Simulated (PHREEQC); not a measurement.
Dissolve 0.0011 mol/kgw NaHS at 25 °C. Closed to the air; pH follows from the charge balance.

Equilibrium calculation in PHREEQC: ion-association model, phreeqc.dat.

| Property | Result |
|---|---|
| pH | 8.97 |
| ionic strength | 0.00110 mol/kgw |
| specific conductance | 124 µS/cm |
| total alkalinity | 1.10 meq/kg |

```tsv
species	molality	activity	log γ
Na+	0.00110	0.00106	-0.016
HS-	0.00109	0.00105	-0.016
H2S	9.89e-6	9.89e-6	0.000
OH-	9.75e-6	9.39e-6	-0.016
S-2	1.36e-7	1.18e-7	-0.064
H+	1.12e-9	1.08e-9	-0.015
```

Precipitation was switched off in this run.
